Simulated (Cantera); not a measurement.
Gas mixture: 89.4 % NO, 10.6 % H2O, at 0.128 atm, frozen composition.

Cantera's kinetic-theory transport with the Lennard-Jones parameters of GRI-Mech 3.0, ideal gas; thermal conductivity in the multicomponent form. Polar gases are described roughly by these parameters. The composition is frozen, though it would react at the higher temperatures.

One state of this run: ρ (kg/m³) = 0.0310; cp (J/kg/K) = 1280; μ (µPa s) = 54.5; λ (mW/m/K) = 101; Pr = 0.689; D (cm²/s) O = 36.6; D (cm²/s) CH3 = 26.2; D (cm²/s) OH = 35.9. D: mixture-averaged diffusion coefficient of that species in the mixture.

**Question.** Which value of T (K) does it belong to?
A) 850
B) 550
C) 1450
D) 1300

**Answer.** C, 1450
